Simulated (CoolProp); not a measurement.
A simple Rankine cycle with ammonia: condensing at 300.15 K, boiler at 4.42 MPa, turbine inlet 361.1 K, turbine efficiency 0.65, pump efficiency 0.6, no recuperator. Each further row changes one setting.

The numbers come from the reference Helmholtz-energy equation of state, Gao 2020 in CoolProp.

```tsv
case	thermal efficiency (%)	net work (kJ/kg)	heat in (kJ/kg)	turbine exit temperature (K)	volume ratio over the turbine
as stated	8.7	100	1160	300.1	3.86
turbine inlet 381.1 K	8.9	111	1250	300.1	3.57
condensing temperature 292.15 K	9.8	118	1200	292.2	4.88
boiler pressure 3.09 MPa	6.9	85.6	1240	300.1	2.56
turbine efficiency 0.55	7.2	83.5	1160	300.1	3.92
```

The expansion ends wet for: as stated; turbine inlet 381.1 K; condensing temperature 292.15 K; boiler pressure 3.09 MPa; turbine efficiency 0.55.
